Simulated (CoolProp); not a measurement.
Vinyl chloride along the isotherm 430 K: density (kg/m³) from the reference equation and from simpler models built on Tc = 425.0 K, pc = 5.600 MPa, ω = 0.160; each cubic takes its own stable root.

The numbers come from the reference Helmholtz-energy equation of state, Thol 2022 in CoolProp.

```tsv
p (MPa)	phase	reference	ideal gas	van der Waals	Soave-Redlich-Kwong	Peng-Robinson
1.17	gas	21.97	20.45	21.84	22.03	22.22
2.33	gas	47.75	40.73	47.09	47.97	48.83
3.5	gas	80.64	61.18	78.49	80.85	83.20
4.67	gas	128.3	81.64	122.2	127.5	133.0
5.83	supercritical	241.7	101.9	243.4	233.0	…
7	supercritical	…	122.4	380.2	434.7	477.6
8.17	supercritical	572.0	142.8	411.0	483.2	533.5
9.33	supercritical	599.1	163.1	431.1	514.1	569.0
10.5	supercritical	619.2	…	446.5	537.7	596.0
11.7	supercritical	635.6	204.5	459.3	557.5	618.6
12.8	supercritical	648.3	223.8	469.3	573.0	636.1
14	supercritical	660.2	244.7	478.8	587.8	652.9
```

Question: Complete the blanks.

Answer: 
- 5.83, Peng-Robinson: 248.5
- 7, reference: 526.3
- 10.5, ideal gas: 183.5
